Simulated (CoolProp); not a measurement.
The fluid at 412.58 K and 0.421 MPa is compressed adiabatically to 2.88 MPa with isentropic efficiency 0.8. The same conditions are run with several fluids, on thermodynamics alone (safety and materials aside).

Model: reference Helmholtz-energy equation of state of each fluid (ethanol: Schroeder 2014; trans-2-butene: Lemmon 2005; R114: Platzer 1990; dimethyl ether: Wu 2011), in CoolProp. The equations of Platzer and Polt are older, rougher fits.

```tsv
fluid	work (kJ/kg)	final temperature (K)	final density (kg/m³)
ethanol	178	524.2	35.5
trans-2-butene	144	(withheld)	(withheld)
R114	45.8	485.4	(withheld)
dimethyl ether	187	520.4	(withheld)
```

Problem. Complete the blanks.

Solution. 
- trans-2-butene, final temperature (K): 496.3
- trans-2-butene, final density (kg/m³): 46.9
- R114, final density (kg/m³): 152
- dimethyl ether, final density (kg/m³): 33.4
